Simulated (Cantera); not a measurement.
Charge: 1 mol SiH₂Cl₂, 0.96 mol H₂O, 49 mol N₂, at 4.13 Torr.

These are equilibrium values from Cantera (NASA tables, ideal gas, pure condensed phases), not measurements of a reactor. Candidate condensed phases: H₂O, NH₄Cl, Si, SiO₂, Si₂N₂O, Si₃N₄; 47 gas species. The tables' values for SiCl, SiCl₃ are old estimates; treat these amounts as uncertain. Equilibrium is a limit: real reactors are often held back by kinetics, nucleation or transport.

x: gas mole fraction; nothing condenses.

```tsv
T (°C)	x N₂	x HCl	x H₂	x SiO	x Cl	x H
1325	0.926	0.0361	0.0189	0.0181	0.000149	…
1375	0.926	0.0360	0.0189	0.0181	0.000246	…
1425	0.926	0.0359	0.0190	0.0181	0.000395	…
1475	0.925	0.0356	0.0190	0.0181	0.000615	…
1525	0.925	0.0353	0.0190	0.0181	0.000931	…
1575	0.925	0.0349	0.0191	0.0181	0.00137	…
1625	0.924	0.0343	0.0191	0.0181	0.00197	…
1675	0.924	0.0335	0.0192	0.0181	0.00276	…
1725	0.923	0.0325	0.0192	0.0181	0.00378	…
1775	0.922	0.0312	0.0192	0.0181	0.00505	…
1825	0.920	0.0298	0.0190	0.0180	0.00659	…
```

Complete the blanks.


- 1325, x H: 9.88e-5
- 1375, x H: 0.000165
- 1425, x H: 0.000268
- 1475, x H: 0.000424
- 1525, x H: 0.000655
- 1575, x H: 0.000987
- 1625, x H: 0.00146
- 1675, x H: 0.00211
- 1725, x H: 0.00300
- 1775, x H: 0.00418
- 1825, x H: 0.00573
